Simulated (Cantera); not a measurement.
Feed: 1 mol PbO, 2 mol CO, 1.1 mol H2, at 0.100 bar.

These are equilibrium values from Cantera (NASA tables, ideal gas, pure condensed phases), not measurements of a reactor. Candidate condensed phases: C, C6H6, C7H8, C8H18, H2O, Pb, PbO, PbO2, Pb3O4; 113 gas species. Rates play no part.

Problem. What share of the Pb ends up in condensed phases as a function of T (°C), at 1175, 1200, 1225, 1250, 1275, 1300, 1325, 1350?

Solution. 
```
T (°C)  Pb condensed (%)     as
------  ----------------  -----
1175                47.0  Pb(l)
1200                28.0  Pb(l)
1225                 1.5  Pb(l)
1250                 0.0      -
1275                 0.0      -
1300                 0.0      -
1325                 0.0      -
1350                 0.0      -
```
